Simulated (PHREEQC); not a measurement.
Synthetic water in mmol/kgw, 20 °C, pH 6.49, pe 9.9:

| constituent | mmol/kgw |
|---|---|
| Na | 152 |
| K | 42.8 |
| Ca | 6.48 |
| Mg | 51 |
| Cl | 294 |
| S(6) | 8.56 |
| Alkalinity (meq/kgw) | 3.16 |
| N(5) | 7.68 |
| Cd | 0.237 |

Valence states are taken as typed.

Computed with PHREEQC (ion-association model, wateq4f.dat).

Question: The ionic strength comes out as 0.366 mol/kgw. What activity coefficients do K+, CaHCO3+, KSO4-, Mg+2, MgHCO3+ get?

Answer: K+ 0.67, CaHCO3+ 0.72, KSO4- 0.71, Mg+2 0.31, MgHCO3+ 0.67.

Precipitation was switched off in this run. Examples of supersaturated solids here: Otavite. Others may be too.
